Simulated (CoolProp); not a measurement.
Vapour-liquid equilibrium of R125 (1) + R152A (2) at 247.5 K; x and y are mole fractions of (1).

Computed with CoolProp (multi-fluid Helmholtz-energy mixture model, Lemmon 2005 and Outcalt 1996; pair parameters Bell 2016).

| x | bubble pressure (MPa) | y at the bubble point | dew pressure at overall composition x (MPa) | liquid density (mol/L) |
|---|---|---|---|---|
| 0.05 | 0.1036 | 0.132 | 0.09760 | 15.16 |
| 0.2 | 0.1292 | 0.402 | 0.1092 | 14.58 |
| 0.35 | 0.1533 | 0.582 | 0.1234 | 14.04 |
| 0.5 | 0.1779 | 0.719 | 0.1414 | 13.52 |
| 0.65 | 0.2040 | 0.828 | 0.1647 | 13.03 |
| 0.8 | 0.2321 | 0.915 | 0.1966 | 12.54 |
| 0.95 | 0.2616 | 0.982 | 0.2463 | 12.07 |

No azeotrope shows between x = 0.05 and 0.95.

The pair parameters rest on a limited set of measurements; away from them the model extrapolates. The gap from Raoult's law changes sign with composition, which may be real or a fault of the pair parameters; it wasn't checked against measurements.
